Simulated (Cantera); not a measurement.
Cantera with NASA thermochemical tables; ideal gases at 1 bar, condensed phases pure. Values are per mole of reaction as written; species without (g) are pure solids or liquids, kept so even where they would boil at 1 bar.

Between 2473 and 2973 K, where is each reaction favourable under standard conditions?
- Ta + O2(g) → TaO2(g)
- 1.2 Ti + O2(g) → 0.4 Ti3O5
- Nb + O2(g) → NbO2(g)


- Ta + O2(g) → TaO2(g): ΔG° is -260 kJ at 2473 K and -267 kJ at 2973 K; it stays negative (K > 1). ΔH° is -229 kJ and ΔS° 13 J/K at 2973 K.
- 1.2 Ti + O2(g) → 0.4 Ti3O5: ΔG° is -573 kJ at 2473 K and -506 kJ at 2973 K; it stays negative (K > 1). ΔH° is -899 kJ and ΔS° -132 J/K at 2973 K.
- Nb + O2(g) → NbO2(g): ΔG° is -253 kJ at 2473 K and -257 kJ at 2973 K; it stays negative (K > 1). ΔH° is -259 kJ and ΔS° -1 J/K at 2973 K.
